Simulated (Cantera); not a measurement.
Premixed flame

A freely propagating, adiabatic, planar premixed flame of CH4 : C2H6 : C3H8 : O2 : N2 : H2O = 1 : 0.072 : 0.11 : 3.64 : 13.7 : 0.67 (molar parts), unburnt at 650 K and 3750 Torr; mixture-averaged transport, grid criteria slope 0.08 and curve 0.16, no radiation.

Detailed kinetics in Cantera: GRI-Mech 3.0 (53 species, 325 reactions). Burning velocities carry a grid error of a few per cent, more on coarse grids.

| z (mm) | T (K) | u (m/s) | x CH4 | x C2H6 | x C3H8 | x O2 | x H2O | x C2H2 |
|---|---|---|---|---|---|---|---|---|
| -0.343 | 651 | 0.636 | 0.0520 | 0.00375 | 0.00573 | 0.189 | 0.0351 | 2.30e-8 |
| -0.229 | 655 | 0.641 | 0.0517 | 0.00374 | 0.00572 | 0.189 | 0.0359 | 2.39e-7 |
| -0.172 | 671 | 0.658 | 0.0509 | 0.00372 | 0.00570 | 0.188 | 0.0385 | 1.31e-6 |
| -0.114 | 745 | 0.733 | 0.0474 | 0.00359 | 0.00555 | 0.181 | 0.0486 | 8.15e-6 |
| -0.0572 | 1074 | 1.07 | 0.0330 | 0.00261 | 0.00384 | 0.150 | 0.0845 | 5.67e-5 |
| -0.0286 | 1411 | 1.41 | 0.0184 | 0.00126 | 0.00128 | 0.116 | 0.117 | 0.000130 |
| 0 | 1754 | 1.76 | 0.00418 | 8.49e-5 | 2.61e-5 | 0.0781 | 0.148 | 0.000164 |
| 0.0286 | 1917 | 1.92 | 0.000227 | 1.82e-7 | <1e-8 | 0.0581 | 0.159 | 1.59e-5 |
| 0.0572 | 1989 | 1.98 | 6.87e-6 | <1e-8 | <1e-8 | 0.0514 | 0.162 | 3.71e-7 |
| 0.114 | 2067 | 2.05 | 1.24e-8 | <1e-8 | <1e-8 | 0.0469 | 0.165 | <1e-8 |
| 0.229 | 2127 | 2.10 | <1e-8 | <1e-8 | <1e-8 | 0.0444 | 0.168 | <1e-8 |
| 0.457 | 2156 | 2.13 | <1e-8 | <1e-8 | <1e-8 | 0.0434 | 0.170 | <1e-8 |
| 0.915 | 2165 | 2.14 | <1e-8 | <1e-8 | <1e-8 | 0.0432 | 0.171 | <1e-8 |
x: mole fraction of selected species; z is measured from the peak of heat release.

- laminar burning velocity = 63.5 cm/s
- thermal thickness = 0.114 mm
- peak x(C2H2) = 0.000185
- grid points = 131
